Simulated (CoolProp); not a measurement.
Vapour-liquid equilibrium of propylene (1) + dimethyl ether (2) at 754 kPa; x and y are mole fractions of (1).

The numbers come from the multi-fluid Helmholtz-energy mixture model, Lemmon 2013 and Wu 2011; pair parameters Bell 2016 in CoolProp.

```tsv
x	bubble temperature (K)	y at the bubble point	dew temperature at overall composition x (K)	liquid density (mol/L)
0.05	304.8	0.094	305.8	13.99
0.15	301.1	0.257	303.6	13.87
0.25	297.7	0.392	301.2	13.75
0.35	294.8	0.506	298.8	13.61
0.45	292.2	0.603	296.2	13.47
0.55	289.9	0.688	293.6	13.32
0.65	287.8	0.764	290.9	13.17
0.75	286.0	0.834	288.2	13.02
0.85	284.3	0.901	285.5	12.87
0.95	282.7	0.967	283.1	12.73
```

No azeotrope shows between x = 0.05 and 0.95.

Pair parameters are fitted to limited data, so mixtures are less certain than the pure fluids.
